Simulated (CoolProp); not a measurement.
Vapour-liquid equilibrium of n-hexane (1) + cyclohexane (2) at 0.993 MPa; x and y are mole fractions of (1).

Model: multi-fluid Helmholtz-energy mixture model, Thol 2019 and Zhou 2014; pair parameters Bell 2016, in CoolProp.

### Question
Give the bubble temperature and the first vapour's composition at x = 0.15, 0.25, 0.75. Is there an azeotrope?

### Answer
x = 0.15: 451.3 K, y = 0.186; x = 0.25: 449.3 K, y = 0.299; x = 0.75: 441.1 K, y = 0.785. No azeotrope shows between x = 0.05 and 0.95.

The pair parameters rest on a limited set of measurements; away from them the model extrapolates.
